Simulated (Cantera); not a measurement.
Input: 1 mol Al, 0.23 mol O2, 290 mol N2, at 2048.15 K.

Cantera equilibrium calculation (NASA polynomials, part measured and part estimated; ideal gas, pure solids and liquids). Candidate condensed phases: Al, AlN, Al2O3; 16 gas species. Equilibrium is a limit: real reactors are often held back by kinetics, nucleation or transport.

### Question
At 6.00 mbar, list the 3 most abundant gas species with their mole fractions, and the condensed phases.

### Answer
N2 0.998, Al 0.00173, Al2O 0.000493. Condensed: Al2O3(s).
